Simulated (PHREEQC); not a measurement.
Solution (64 °C): 1.9 mmol/kgw HCl, 2.6 mmol/kgw AlCl3 and 140 mmol/kgw MnSO4. Closed to the air; pH follows from the charge balance.

Computed with PHREEQC (ion-association model, wateq4f.dat).

```tsv
quantity	before	after
pH	3.52	3.54
ionic strength (mol/kgw)	0.241	0.236
MnSO4 (mol/kgw)	0.0789	0.0806
Mn+2 (mol/kgw)	0.0605	0.0593
SO4-2 (mol/kgw)	0.0563	0.0578
Cl- (mol/kgw)	0.00909	0.00178
```

Question: Name the change that produced these shifts.
A) AlCl3 replaced by CuCl2 at the same molality
B) AlCl3 left out
C) AlCl3 replaced by NaCl at the same molality
D) AlCl3 from 0.0026 to 0.00286 mol/kgw
E) 0.13 mol/kgw SrCl2 added

Answer: B, AlCl3 left out

Precipitation was switched off in this run. Away from 25 °C the constants follow the database's enthalpies or fits; those with neither stay at their 25 °C values.
